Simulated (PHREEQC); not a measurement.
1 kg of water holding 0.43 mol KCl, 0.055 mol MgCl2, 0.0095 mol CaCl2 and 0.21 mol NaCl is evaporated at 25 °C; the solids stay in contact with the brine. No CO2 enters from the air. Only these solids could form: Bischofite, Brucite, Carnallite, Halite, Portlandite, Sylvite, MgCl2_4H2O.

The series has 25 steps of water left (kg), from 1 to 0.004308.

All values are PHREEQC results (Pitzer model, pitzer.dat), not measurements.

Problem. Which solids form, in which order, and at which step of the series does each first stand?

Solution. Sylvite from water left = 0.1156 kg; Halite from water left = 0.05275 kg; Carnallite from water left = 0.01211 kg.
